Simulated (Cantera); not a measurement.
A closed system holds: 1 mol Al, 0.2 mol Cl2, held at 752 °C and 4050 Torr.

Cantera equilibrium calculation (NASA polynomials, part measured and part estimated; ideal gas, pure solids and liquids). Candidate condensed phases: Al, AlCl3; 8 gas species. The tables' values for AlCl2 are old estimates; treat these amounts as uncertain. The numbers say what is thermodynamically allowed, not how fast it happens.

Base state: AlCl3 0.768, Al2Cl6 0.226, AlCl2 0.00404, AlCl 0.00235 (mole fractions); condensed: Al(l).

Question: What changes in the equilibrium state with this change: 0.0014 mol H2O added?

Answer: 
```json
[
 {"species": "AlCl3", "before": "0.768", "after": "0.760"},
 {"species": "Al2Cl6", "before": "0.226", "after": "0.221"},
 {"species": "H2", "before": "0", "after": "0.0127"},
 {"species": "AlCl2", "before": "0.00404", "after": "0.00401"},
 {"species": "AlCl", "before": "0.00235", "after": "0.00234"},
 {"species": "Al(l), mol", "before": "0.866", "after": "0.865"},
 {"species": "Al2O3(s), mol", "before": "0", "after": "0.000467"}
]
```
Mutual solubility and eutectic melting of coexisting phases are not modelled. Further candidate phases: Al2O3, H2O.
